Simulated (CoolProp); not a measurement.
Saturation properties of ethylene (Tc = 9.2 °C, pc = 5.042 MPa, ω = 0.087).

Values from CoolProp's reference Helmholtz-energy equation of state, Smukala 2000.

```json
[
 {"T (°C)": "-102.95", "p (MPa)": "0.1063", "enthalpy of vaporisation (kJ/kg)": "481.2", "surface tension (mN/m)": "16.2"},
 {"T (°C)": "-98.35", "p (MPa)": "0.1379", "enthalpy of vaporisation (kJ/kg)": "474.4", "surface tension (mN/m)": "15.4"},
 {"T (°C)": "-93.75", "p (MPa)": "0.1763", "enthalpy of vaporisation (kJ/kg)": "467.4", "surface tension (mN/m)": "14.7"},
 {"T (°C)": "-89.15", "p (MPa)": "0.2223", "enthalpy of vaporisation (kJ/kg)": "460.1", "surface tension (mN/m)": "13.9"},
 {"T (°C)": "-84.55", "p (MPa)": "0.2769", "enthalpy of vaporisation (kJ/kg)": "452.5", "surface tension (mN/m)": "13.1"},
 {"T (°C)": "-79.95", "p (MPa)": "0.3411", "enthalpy of vaporisation (kJ/kg)": "444.7", "surface tension (mN/m)": "12.4"},
 {"T (°C)": "-75.35", "p (MPa)": "0.4158", "enthalpy of vaporisation (kJ/kg)": "436.5", "surface tension (mN/m)": "11.6"},
 {"T (°C)": "-70.75", "p (MPa)": "0.5019", "enthalpy of vaporisation (kJ/kg)": "427.9", "surface tension (mN/m)": "10.9"},
 {"T (°C)": "-66.15", "p (MPa)": "0.6007", "enthalpy of vaporisation (kJ/kg)": "419.0", "surface tension (mN/m)": "10.2"},
 {"T (°C)": "-61.55", "p (MPa)": "0.7130", "enthalpy of vaporisation (kJ/kg)": "409.6", "surface tension (mN/m)": "9.45"}
]
```

It boils at -103.8 °C under 1 atm.

Surface tension comes from a separate correlation (Mulero 2012).
